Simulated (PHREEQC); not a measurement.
A PHREEQC speciation (ion-association model, wateq4f.dat) at 25 °C gives pH 6.03 and these molalities:

| species | mol/kgw |
|---|---|
| Ni+2 | 0.0466 |
| SO4-2 | 0.0465 |
| NiSO4 | 0.0383 |
| Ni(SO4)2-2 | 9.50e-5 |

Q: What are the element totals, and what could have been dissolved in 1 kg of water to give them?

A: This is not unique; one that fits is totals Ni 0.0850, S(6) 0.0850 mol/kgw, from 0.085 mol/kgw NiSO4.

Precipitation was switched off in this run. Species that the database lacks are ignored.
